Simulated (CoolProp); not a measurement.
Properties of n-dodecane along the isobar 653 kPa.

Values from CoolProp's reference Helmholtz-energy equation of state, Lemmon 2004. It is a short technical equation, of lower accuracy than the large ones.

```json
[
 {"T (K)": "471.5", "phase": "liquid", "cp (kJ/(kg K))": "2.885", "conductivity (mW/(m K))": "99.0", "fugacity coefficient": "0.09830"},
 {"T (K)": "485", "phase": "liquid", "cp (kJ/(kg K))": "2.941", "conductivity (mW/(m K))": "96.4", "fugacity coefficient": "0.1359"},
 {"T (K)": "498.5", "phase": "liquid", "cp (kJ/(kg K))": "2.998", "conductivity (mW/(m K))": "93.8", "fugacity coefficient": "0.1833"},
 {"T (K)": "512", "phase": "liquid", "cp (kJ/(kg K))": "3.056", "conductivity (mW/(m K))": "91.2", "fugacity coefficient": "0.2415"},
 {"T (K)": "525.5", "phase": "liquid", "cp (kJ/(kg K))": "3.116", "conductivity (mW/(m K))": "88.6", "fugacity coefficient": "0.3116"},
 {"T (K)": "539", "phase": "liquid", "cp (kJ/(kg K))": "3.178", "conductivity (mW/(m K))": "86.1", "fugacity coefficient": "0.3941"},
 {"T (K)": "552.5", "phase": "liquid", "cp (kJ/(kg K))": "3.244", "conductivity (mW/(m K))": "83.5", "fugacity coefficient": "0.4895"},
 {"T (K)": "566", "phase": "liquid", "cp (kJ/(kg K))": "3.316", "conductivity (mW/(m K))": "80.9", "fugacity coefficient": "0.5978"},
 {"T (K)": "579.5", "phase": "liquid", "cp (kJ/(kg K))": "3.398", "conductivity (mW/(m K))": "78.3", "fugacity coefficient": "0.7186"},
 {"T (K)": "593", "phase": "gas", "cp (kJ/(kg K))": "3.040", "conductivity (mW/(m K))": "39.6", "fugacity coefficient": "0.7923"},
 {"T (K)": "606.5", "phase": "gas", "cp (kJ/(kg K))": "3.042", "conductivity (mW/(m K))": "40.6", "fugacity coefficient": "0.8094"},
 {"T (K)": "620", "phase": "gas", "cp (kJ/(kg K))": "3.054", "conductivity (mW/(m K))": "41.7", "fugacity coefficient": "0.8245"}
]
```

Thermal conductivity comes from a separate model (Huber 2004).
